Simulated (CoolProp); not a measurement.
A Linde-Hampson liquefier for oxygen: isothermal reversible compression at 300 K from 1 atm to 10 MPa, throttling to 1 atm, return gas leaving the recuperator 2 K below the feed. Each further row changes one setting.

Model: reference Helmholtz-energy equation of state, Schmidt 1985, in CoolProp.

```tsv
case	liquid yield per pass	compression work (kJ/kg of gas)
as stated	___	354
high pressure 20 MPa	___	405
warm-end temperature 330 K	0.040	391
warm-end gap 7 K	___	354
```

**Question.** Fill in the missing entries.

**Answer.** 
- as stated, liquid yield per pass: 0.053
- high pressure 20 MPa, liquid yield per pass: 0.101
- warm-end gap 7 K, liquid yield per pass: 0.042

Above 300 K oxygen's equation is extrapolated.
